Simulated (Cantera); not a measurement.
## Reactions in the system C-Cl-F

Cantera with NASA thermochemical tables; ideal gases at 1 bar, condensed phases pure. Values are per mole of reaction as written; species without (g) are pure solids or liquids, kept so even where they would boil at 1 bar. The tables' values for C2F4 are old estimates.

C2F4(g) = C + CF4(g)

```csv
T (K),ΔH° (kJ),ΔS° (J/K),ΔG° (kJ),log10 K
300,-274.6,-32.9,-264.7,46.08
1475,-277.1,-38.6,-220.2,7.80
1575,-277.0,-38.5,-216.3,7.17
1675,-276.9,-38.5,-212.5,6.63
1775,-276.8,-38.4,-208.6,6.14
1875,-276.8,-38.4,-204.8,5.71
1975,-276.6,-38.3,-201.0,5.32
2075,-276.5,-38.3,-197.1,4.96
2175,-276.4,-38.2,-193.3,4.64
2275,-276.2,-38.1,-189.5,4.35
2375,-276.1,-38.1,-185.7,4.08
```

C2F4(g) + 2 CF4(g) = 4 CF3(g)

```
T (K)  ΔH° (kJ)  ΔS° (J/K)  ΔG° (kJ)  log10 K
-----  --------  ---------  --------  -------
300       643.6      237.4     572.4   -99.66
1475      630.4      221.5     303.6   -10.75
1575      628.9      220.6     281.5    -9.34
1675      627.4      219.7     259.5    -8.09
1775      625.9      218.8     237.6    -6.99
1875      624.4      218.0     215.7    -6.01
1975      622.9      217.2     194.0    -5.13
2075      621.3      216.4     172.3    -4.34
2175      619.7      215.6     150.7    -3.62
2275      618.2      214.9     129.2    -2.97
2375      616.5      214.2     107.7    -2.37
```

2 CF2(g) + F2(g) = 2 CF3(g)

```csv
T (K),ΔH° (kJ),ΔS° (J/K),ΔG° (kJ),log10 K
300,-576.6,-154.3,-530.3,92.33
1475,-571.5,-151.0,-348.7,12.35
1575,-570.6,-150.4,-333.7,11.07
1675,-569.7,-149.9,-318.7,9.94
1775,-568.8,-149.3,-303.7,8.94
1875,-567.8,-148.8,-288.8,8.04
1975,-566.9,-148.3,-273.9,7.24
2075,-565.9,-147.9,-259.1,6.52
2175,-565.0,-147.4,-244.4,5.87
2275,-564.0,-147.0,-229.6,5.27
2375,-563.0,-146.5,-215.0,4.73
```

4 Cl(g) + 3 CF2(g) = 2 CF3(g) + CCl4(g)

```json
[
 {"T (K)": "300", "ΔH° (kJ)": "-975.6", "ΔS° (J/K)": "-543.1", "ΔG° (kJ)": "-812.7", "log10 K": "141.49"},
 {"T (K)": "1475", "ΔH° (kJ)": "-973.9", "ΔS° (J/K)": "-547.0", "ΔG° (kJ)": "-167.1", "log10 K": "5.92"},
 {"T (K)": "1575", "ΔH° (kJ)": "-972.8", "ΔS° (J/K)": "-546.2", "ΔG° (kJ)": "-112.5", "log10 K": "3.73"},
 {"T (K)": "1675", "ΔH° (kJ)": "-971.6", "ΔS° (J/K)": "-545.5", "ΔG° (kJ)": "-57.9", "log10 K": "1.80"},
 {"T (K)": "1775", "ΔH° (kJ)": "-970.4", "ΔS° (J/K)": "-544.8", "ΔG° (kJ)": "-3.4", "log10 K": "0.10"},
 {"T (K)": "1875", "ΔH° (kJ)": "-969.2", "ΔS° (J/K)": "-544.1", "ΔG° (kJ)": "51.1", "log10 K": "-1.42"},
 {"T (K)": "1975", "ΔH° (kJ)": "-967.9", "ΔS° (J/K)": "-543.5", "ΔG° (kJ)": "105.5", "log10 K": "-2.79"},
 {"T (K)": "2075", "ΔH° (kJ)": "-966.5", "ΔS° (J/K)": "-542.8", "ΔG° (kJ)": "159.8", "log10 K": "-4.02"},
 {"T (K)": "2175", "ΔH° (kJ)": "-965.2", "ΔS° (J/K)": "-542.2", "ΔG° (kJ)": "214.0", "log10 K": "-5.14"},
 {"T (K)": "2275", "ΔH° (kJ)": "-963.8", "ΔS° (J/K)": "-541.6", "ΔG° (kJ)": "268.2", "log10 K": "-6.16"},
 {"T (K)": "2375", "ΔH° (kJ)": "-962.4", "ΔS° (J/K)": "-541.0", "ΔG° (kJ)": "322.4", "log10 K": "-7.09"}
]
```
